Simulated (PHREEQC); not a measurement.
Make-up at 25 °C: 0.026 mol/kgw LiCl and 0.068 mol/kgw CdCl2. Closed to the air; pH follows from the charge balance.

The numbers come from PHREEQC with the ion-association model, phreeqc.dat.

| Property | Result |
|---|---|
| pH | 5.46 |
| ionic strength | 0.110 mol/kgw |
| density | 1.008 g/cm³ |

```json
[
 {"species": "Cl-", "molality": "0.0961", "activity": "0.0730", "log γ": "-0.119"},
 {"species": "CdCl+", "molality": "0.0438", "activity": "0.0340", "log γ": "-0.110"},
 {"species": "Li+", "molality": "0.0260", "activity": "0.0205", "log γ": "-0.102"},
 {"species": "Cd+2", "molality": "0.0135", "activity": "0.00488", "log γ": "-0.441"},
 {"species": "CdCl2", "molality": "0.0101", "activity": "0.0103", "log γ": "0.011"},
 {"species": "CdCl3-", "molality": "0.000615", "activity": "0.000477", "log γ": "-0.110"},
 {"species": "H+", "molality": "4.17e-6", "activity": "3.42e-6", "log γ": "-0.085"},
 {"species": "CdOHCl", "molality": "3.98e-6", "activity": "4.09e-6", "log γ": "0.011"},
 {"species": "CdOH+", "molality": "1.52e-7", "activity": "1.18e-7", "log γ": "-0.110"},
 {"species": "Cd2OH+3", "molality": "2.77e-8", "activity": "2.82e-9", "log γ": "-0.992"},
 {"species": "OH-", "molality": "3.91e-9", "activity": "2.95e-9", "log γ": "-0.123"}
]
```

No solid was allowed to form. Species that the database lacks are ignored.
